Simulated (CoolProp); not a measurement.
Saturated liquid density (kg/m³) of ammonia: the reference equation beside estimates from Tc = 405.6 K, pc = 113.6 bar, ω = 0.256. Rackett uses Z = 0.29056 − 0.08775 ω.

The numbers come from the reference Helmholtz-energy equation of state, Gao 2020 in CoolProp.

| T (K) | reference | Rackett | van der Waals | Peng-Robinson |
|---|---|---|---|---|
| 269.2 | 644.0 | 561.3 | 337.6 | … |
| 280 | 629.2 | 548.8 | 330.3 | 564.6 |
| 290.9 | 613.7 | 535.8 | 322.6 | 550.3 |
| 301.7 | 597.6 | 522.2 | 314.5 | 534.9 |
| 312.6 | 580.5 | 507.9 | … | 518.0 |
| 323.4 | 562.6 | 492.9 | 296.7 | 499.7 |
| 334.2 | 543.4 | 477.0 | 286.9 | 479.6 |
| 345.1 | 522.5 | 459.6 | 276.2 | 457.0 |
| 355.9 | 499.7 | 440.8 | 264.5 | 431.9 |
| 366.7 | 474.0 | 419.8 | 251.5 | 403.2 |
| 377.6 | … | 395.1 | 236.3 | 369.2 |
| 388.4 | … | 364.8 | 217.9 | 327.8 |
| 399.2 | 350.0 | 319.8 | 192.2 | 270.1 |

**Question.** Some entries are withheld; supply them.

**Answer.** 
- 269.2, Peng-Robinson: 577.8
- 312.6, van der Waals: 305.8
- 377.6, reference: 443.8
- 388.4, reference: 406.1

Absolute difference from the reference over all 13 rows, mean and median: Rackett 11.8 and 12.2 %, van der Waals 47.0 and 47.2 %, Peng-Robinson 13.5 and 11.7 %.
